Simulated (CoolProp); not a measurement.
Vapour-liquid equilibrium of R114 (1) + benzene (2) at 339.4 K; x and y are mole fractions of (1).

Computed with CoolProp (multi-fluid Helmholtz-energy mixture model, Platzer 1990 and Thol 2012; pair parameters Bell 2016). This equation is an older, rougher fit; its heat capacities, sound speeds and derivatives of the liquid may be far off and weren't checked against measurements.

Question: Give the bubble pressure and the first vapour's composition at x = 0.05, 0.35, 0.5. Is there an azeotrope?

Answer: x = 0.05: 0.1421 MPa, y = 0.553; x = 0.35: 0.3895 MPa, y = 0.861; x = 0.5: 0.4540 MPa, y = 0.893. No azeotrope shows between x = 0.05 and 0.95.

Pair parameters are fitted to limited data, so mixtures are less certain than the pure fluids. With so large a gap from Raoult's law the liquid may split in two, which this calculation doesn't test in full.
